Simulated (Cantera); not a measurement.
**Stirred combustor or abatement burner**

A perfectly stirred reactor is fed with 5.22 % CH4, 0.678 % H2, 26.3 % O2, 67.8 % N2, equivalence ratio 0.41, at 1350 Torr; it is adiabatic with a 723 K inlet, and is followed from long to short residence time, starting on the burning branch (τ in s: 0.21, 0.1, 0.048, 0.023, 0.011, 0.005, 0.0024, 0.0011, 0.00053, 0.00025, 0.00012, 5.5e-05, 2.6e-05).

Cantera simulation using GRI-Mech 3.0 (53 species, 325 reactions); the numbers are that mechanism's predictions, not measurements.

```json
[
 {"τ (s)": "0.21", "T (K)": "1905", "x CH4": "2.41e-6", "x H2": "3.65e-5", "x O2": "0.155", "x CH2O": "2.70e-7", "x CH2": "5.00e-9"},
 {"τ (s)": "0.10", "T (K)": "1904", "x CH4": "4.60e-6", "x H2": "4.41e-5", "x O2": "0.155", "x CH2O": "5.22e-7", "x CH2": "1.03e-8"},
 {"τ (s)": "0.048", "T (K)": "1903", "x CH4": "8.29e-6", "x H2": "5.84e-5", "x O2": "0.155", "x CH2O": "9.60e-7", "x CH2": "2.08e-8"},
 {"τ (s)": "0.023", "T (K)": "1900", "x CH4": "1.42e-5", "x H2": "8.42e-5", "x O2": "0.155", "x CH2O": "1.69e-6", "x CH2": "4.09e-8"},
 {"τ (s)": "0.011", "T (K)": "1895", "x CH4": "2.35e-5", "x H2": "0.000128", "x O2": "0.155", "x CH2O": "2.91e-6", "x CH2": "7.87e-8"},
 {"τ (s)": "0.0050", "T (K)": "1888", "x CH4": "3.94e-5", "x H2": "0.000207", "x O2": "0.155", "x CH2O": "5.10e-6", "x CH2": "1.53e-7"},
 {"τ (s)": "0.0024", "T (K)": "1877", "x CH4": "6.33e-5", "x H2": "0.000327", "x O2": "0.155", "x CH2O": "8.54e-6", "x CH2": "2.76e-7"},
 {"τ (s)": "0.0011", "T (K)": "1859", "x CH4": "0.000106", "x H2": "0.000526", "x O2": "0.156", "x CH2O": "1.48e-5", "x CH2": "5.00e-7"},
 {"τ (s)": "0.00053", "T (K)": "1834", "x CH4": "0.000176", "x H2": "0.000808", "x O2": "0.156", "x CH2O": "2.49e-5", "x CH2": "8.48e-7"},
 {"τ (s)": "0.00025", "T (K)": "1795", "x CH4": "0.000314", "x H2": "0.00123", "x O2": "0.157", "x CH2O": "4.38e-5", "x CH2": "1.43e-6"},
 {"τ (s)": "0.00012", "T (K)": "1739", "x CH4": "0.000618", "x H2": "0.00184", "x O2": "0.160", "x CH2O": "8.12e-5", "x CH2": "2.41e-6"},
 {"τ (s)": "5.5e-5", "T (K)": "1634", "x CH4": "0.00186", "x H2": "0.00320", "x O2": "0.168", "x CH2O": "0.000204", "x CH2": "4.74e-6"},
 {"τ (s)": "2.6e-5", "T (K)": "723", "x CH4": "0.0522", "x H2": "0.00678", "x O2": "0.263", "x CH2O": "<1e-12", "x CH2": "<1e-12"}
]
```
x: mole fraction; the columns are a selection and need not sum to one.
